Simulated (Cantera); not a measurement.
**Iron carbonyl, mercury and lead vapours: Pb + O2 + H2 + CO**

Charge: 1 mol Pb, 0.3 mol O2, 0.13 mol H2, 0.059 mol CO, held at 2100 Pa.

Equilibrium computed with Cantera from the NASA thermochemical tables; the gas is ideal and each condensed phase is pure. Candidate condensed phases: C, C6H6, C7H8, C8H18, H2O, Pb, PbO, PbO2, Pb3O4; 113 gas species. Each liquid is taken as pure. Mutual solubility and eutectic melting of coexisting phases are not modelled. Gases not in the tables: (PbO)n polymers. Equilibrium is a limit: real reactors are often held back by kinetics, nucleation or transport.

From 1248 K to 1423 K the condensed part is Pb(l) + PbO(l). From 1448 K to 1473 K the condensed part is PbO(l). From 1498 K to 1523 K nothing is condensed.

```
T (K)  x H2O    x Pb    x PbO   x CO2      x O2      x H2  n Pb(l)  n PbO(l)
-----  -----  ------  -------  ------  --------  --------  -------  --------
1248   0.639  0.0619  0.00838   0.290   3.57e-7  0.000245    0.576     0.409
1273   0.618  0.0874   0.0133   0.281   7.30e-7  0.000266    0.571     0.408
1298   0.590   0.122   0.0208   0.267   1.45e-6  0.000283    0.562     0.407
1323   0.550   0.167   0.0318   0.250   2.79e-6  0.000295    0.549     0.404
1348   0.498   0.227   0.0479   0.226   5.25e-6  0.000296    0.530     0.399
1373   0.429   0.305   0.0709   0.194   9.63e-6  0.000282    0.496     0.390
1398   0.337   0.406    0.103   0.153   1.73e-5  0.000245    0.432     0.371
1423   0.218   0.534    0.149  0.0989   3.03e-5  0.000175    0.271     0.323
1448   0.132   0.597    0.211  0.0597   7.04e-5   9.97e-5        0     0.203
1473   0.117   0.533    0.296  0.0533  0.000248   6.74e-5        0    0.0833
1498   0.109   0.496    0.345  0.0495  0.000547   5.93e-5        0         0
1523   0.109   0.496    0.344  0.0495  0.000761   6.99e-5        0         0
```
x: gas mole fraction; n: condensed amount in mol.
